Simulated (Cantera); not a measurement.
A Cantera script and its output.

```python
import numpy as np
import cantera as ct

gas = ct.Solution("gri30.yaml")
gas.TPX = 1675, 120000, {'CH4': 1, 'O2': 2.7, 'N2': 12.7}
reactor = ct.IdealGasConstPressureReactor(gas, energy="on", clone=False)
net = ct.ReactorNet([reactor])
net.rtol, net.atol = 1e-08, 1e-16
show = ['CH4', 'O2', 'HCN', 'HCO', 'NO', 'CH2', 'CH2O']
times = np.geomspace(2e-06, 0.2, 11)

steps = ct.SolutionArray(gas, extra=["t"])
rows = []
print(f"{'t/s':>10s}{'T/K':>9s}{'P/Pa':>11s}" + "".join(f"{s:>11s}" for s in show))
for t in times:
    while net.time < t:
        t_next = net.step()
        steps.append(gas.state, t=t_next)
    rows.append([np.interp(t, steps.t, y) for y in (steps.T, steps.P, *steps(*show).X.T)])
    print(f"{t:10.3e}{rows[-1][0]:9.1f}{rows[-1][1]:11.4g}" + "".join(f"{x:11.3e}" for x in rows[-1][2:]))
rate = np.gradient(steps.T, steps.t)
print("integrator steps:", len(steps.t))
if steps.T.max() > steps.T[0] + 200:
    print(f"time of steepest temperature rise: {steps.t[rate.argmax()]:.4e} s")
gas.TPX = 1675, 120000, {'CH4': 1, 'O2': 2.7, 'N2': 12.7}
gas.equilibrate("HP")
print(f"equilibrium (HP): T = {gas.T:.1f} K  " + "  ".join(f"{s} {gas[s].X[0]:.3e}" for s in show))
```

Result:

```
       t/s      T/K       P/Pa        CH4         O2        HCN        HCO         NO        CH2       CH2O
 2.000e-06   1675.0    1.2e+05  6.097e-02  1.646e-01  6.495e-17  1.281e-12  1.871e-14  3.645e-12  3.190e-08
 6.325e-06   1675.0    1.2e+05  6.096e-02  1.646e-01  8.142e-16  1.781e-11  9.617e-14  2.162e-11  4.029e-07
 2.000e-05   1674.9    1.2e+05  6.093e-02  1.646e-01  1.008e-14  2.787e-10  4.892e-13  1.923e-10  5.030e-06
 6.325e-05   1674.9    1.2e+05  6.068e-02  1.645e-01  1.822e-13  8.584e-09  4.067e-12  3.857e-09  7.601e-05
 2.000e-04   1707.1    1.2e+05  5.199e-02  1.584e-01  3.011e-10  3.380e-06  3.632e-10  1.003e-06  1.986e-03
 6.325e-04   2629.5    1.2e+05  4.272e-17  4.589e-02  3.563e-11  7.141e-09  1.116e-03  5.437e-16  3.953e-11
 2.000e-03   2640.7    1.2e+05  4.412e-17  4.389e-02  6.573e-11  6.232e-09  4.840e-03  5.055e-16  3.737e-11
 6.325e-03   2633.4    1.2e+05  4.496e-17  4.132e-02  1.028e-10  6.080e-09  1.047e-02  4.795e-16  3.722e-11
 2.000e-02   2631.0    1.2e+05  4.525e-17  4.048e-02  1.141e-10  6.032e-09  1.231e-02  4.709e-16  3.719e-11
 6.325e-02   2631.0    1.2e+05  4.525e-17  4.048e-02  1.143e-10  6.031e-09  1.233e-02  4.708e-16  3.718e-11
 2.000e-01   2631.0    1.2e+05  4.525e-17  4.048e-02  1.143e-10  6.031e-09  1.233e-02  4.708e-16  3.718e-11
integrator steps: 1766
time of steepest temperature rise: 2.4646e-04 s
equilibrium (HP): T = 2631.0 K  CH4 6.294e-17  O2 4.048e-02  HCN 1.143e-10  HCO 6.031e-09  NO 1.233e-02  CH2 5.574e-16  CH2O 3.718e-11
```

Cantera simulation using GRI-Mech 3.0 (53 species, 325 reactions); the numbers are that mechanism's predictions, not measurements.
